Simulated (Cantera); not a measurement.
A closed system holds: 1 mol MgO, 0.044 mol C, 1.3 mol H2, held at 2123.15 K and 0.133 bar.

These are equilibrium values from Cantera (NASA tables, ideal gas, pure condensed phases), not measurements of a reactor. Candidate condensed phases: C, C6H6, C7H8, C8H18, H2O, Mg, MgCO3, MgO, Mg(OH)2; 116 gas species. The tables' values for MgH are old estimates; treat these amounts as uncertain. The numbers say what is thermodynamically allowed, not how fast it happens.

Base state: H2 0.903, Mg 0.0434, CO 0.0311, H2O 0.0124, H 0.00935, MgH 0.000251, MgOH 0.000108, CO2 8.50e-5 (mole fractions); condensed: MgO(s).

### Question
What changes in the equilibrium state with this change: C from 0.044 to 0.015 mol?

### Answer
| species | before | after |
|---|---|---|
| H2 | 0.903 | 0.931 |
| Mg | 0.0434 | 0.0296 |
| H2O | 0.0124 | 0.0187 |
| CO | 0.0311 | 0.0110 |
| CO2 | 8.50e-5 | 4.40e-5 |
| OH | 1.59e-5 | 2.36e-5 |
| MgH | 0.000251 | 0.000174 |
| MgO(s), mol | 0.938 | 0.959 |

### Question
What changes in the equilibrium state with this change: pressure from 0.133 bar to 1.20 bar?

### Answer
```csv
species,before,after
H2,0.903,0.930
Mg,0.0434,0.0329
CO,0.0311,0.0316
H2O,0.0124,0.00187
OH,1.59e-5,7.87e-7
CO2,8.50e-5,1.27e-5
"MgO(s), mol",0.938,0.953
```
